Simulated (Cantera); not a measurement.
Input: 1 mol MgCl₂, 0.37 mol HCl, 35 mol H₂, at 10000 Pa.

Equilibrium computed with Cantera from the NASA thermochemical tables; the gas is ideal and each condensed phase is pure. Candidate condensed phases: Mg, MgCl₂; 10 gas species. Kinetics and transport are ignored.

Task: At 1100 °C, list the 5 most abundant gas species with their mole fractions, and the condensed phases.

Result: H₂ 0.962, MgCl₂ 0.0275, HCl 0.0103, Mg 3.46e-5, H 1.03e-5. Condensed: gas only.
